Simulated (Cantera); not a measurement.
Feed: 1 mol Fe2O3, 64 mol H2, 1.2 mol H2O, equilibrated at 1.33 mbar.

Method: chemical equilibrium by Gibbs-energy minimisation in Cantera with the NASA 1993 tables (ideal gas, pure condensed phases). Candidate condensed phases: Fe, FeO, Fe(OH)2, Fe(OH)3, Fe2O3, Fe3O4, H2O; 12 gas species. Kinetics and transport are ignored.

Task: At 1350 K, list the 3 most abundant gas species with their mole fractions, and the condensed phases.

Result: H2 0.936, H2O 0.0644, H 6.31e-5. Condensed: Fe(γ).
